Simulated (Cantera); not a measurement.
# Equilibrium for carbon deposition, reforming and gasification: acetone + H2O

Input: 1 mol acetone, a varied amount of H2O, equilibrated at 2848.15 K and 308 Torr.

Method: chemical equilibrium by Gibbs-energy minimisation in Cantera with the NASA 1993 tables (ideal gas, pure condensed phases). Candidate condensed phases: C, C6H6, C7H8, C8H18, H2O; 110 gas species. The feed counts by its element totals alone. Rates play no part.

```csv
n(H2O) (mol),x H2,x CO,x H,x C2H2 (acetylene),x C2H,x C4H2,x C3,n C(graphite)
0.16,0.605,0.253,0.117,0.0236,0.000626,0.000385,0.000138,1.61
0.36,0.589,0.271,0.116,0.0230,0.000618,0.000374,0.000138,1.39
0.56,0.575,0.287,0.114,0.0225,0.000611,0.000366,0.000138,1.18
0.77,0.562,0.301,0.113,0.0220,0.000604,0.000358,0.000138,0.952
0.97,0.552,0.313,0.112,0.0216,0.000598,0.000351,0.000138,0.738
1.2,0.542,0.324,0.111,0.0212,0.000593,0.000345,0.000138,0.491
1.4,0.534,0.333,0.110,0.0209,0.000589,0.000340,0.000138,0.276
1.6,0.527,0.341,0.110,0.0206,0.000585,0.000336,0.000138,0.0615
1.8,0.530,0.348,0.110,0.0117,0.000332,0.000108,5.87e-5,0
```
x: gas mole fraction; n: condensed amount in mol.

From 0.16 mol H2O to 1.6 mol H2O the condensed part is C(graphite). At 1.8 mol H2O nothing is condensed. The main C-bearing gas is CO throughout. The share of C in condensed phases is highest at 0.16 mol H2O (53.6 %) and lowest at 1.8 mol H2O (0.0 %).
